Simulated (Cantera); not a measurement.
Feed: 1 mol B₂O₃, 1 mol F₂, 6.3 mol H₂, 1.1 mol BCl₃, held at 17.0 mbar.

Equilibrium computed with Cantera from the NASA thermochemical tables; the gas is ideal and each condensed phase is pure. Candidate condensed phases: B, B₂O₃, B₃O₃H₃, H₂O; 56 gas species. Mutual solubility and eutectic melting of coexisting phases are not modelled. Gases not in the tables: BHCl₂. The numbers say what is thermodynamically allowed, not how fast it happens.

Task: What share of the B ends up in condensed phases as a function of T (K), at 775, 850, 925, 1000, 1075, 1150, 1225, 1300, 1375, 1450?

Result: 
| T (K) | B condensed (%) | as |
|---|---|---|
| 775 | 59.1 | B₂O₃(l) |
| 850 | 57.8 | B₂O₃(l) |
| 925 | 56.7 | B₂O₃(l) |
| 1000 | 55.6 | B₂O₃(l) |
| 1075 | 54.6 | B₂O₃(l) |
| 1150 | 53.3 | B₂O₃(l) |
| 1225 | 50.7 | B₂O₃(l) |
| 1300 | 45.1 | B₂O₃(l) |
| 1375 | 34.2 | B₂O₃(l) |
| 1450 | 20.9 | B(s) + B₂O₃(l) |
